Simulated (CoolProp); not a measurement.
Properties of C3F8 (R218) along the isobar 4930 kPa (Tc = 71.9 °C, pc = 2640 kPa, ω = 0.317).

Model: reference Helmholtz-energy equation of state, Lemmon 2006, in CoolProp. It is a short technical equation, of lower accuracy than the large ones.

| T (°C) | phase | Z | speed of sound (m/s) |
|---|---|---|---|
| 69.15 | liquid | 0.2919 | 196.9 |
| 73.85 | supercritical | 0.2984 | 180.4 |
| 78.55 | supercritical | 0.3066 | 164.0 |
| 83.25 | supercritical | 0.3171 | 147.9 |
| 87.95 | supercritical | [?] | 132.7 |
| 92.75 | supercritical | 0.3494 | 118.6 |
| 97.45 | supercritical | [?] | 107.3 |
| 102.15 | supercritical | 0.4029 | [?] |
| 106.85 | supercritical | [?] | 95.08 |
| 111.55 | supercritical | 0.4734 | [?] |
| 116.25 | supercritical | 0.5086 | 94.22 |
| 121.05 | supercritical | [?] | 95.83 |
| 125.75 | supercritical | 0.5720 | 97.92 |
| 130.45 | supercritical | 0.5993 | 100.2 |
| 135.15 | supercritical | [?] | 102.6 |
| 139.85 | supercritical | 0.6468 | 105.0 |

**Question.** Some entries are withheld; supply them.

**Answer.** 
- 87.95, Z: 0.3309
- 97.45, Z: 0.3732
- 102.15, speed of sound (m/s): 99.41
- 106.85, Z: 0.4373
- 111.55, speed of sound (m/s): 93.69
- 121.05, Z: 0.5421
- 135.15, Z: 0.6241
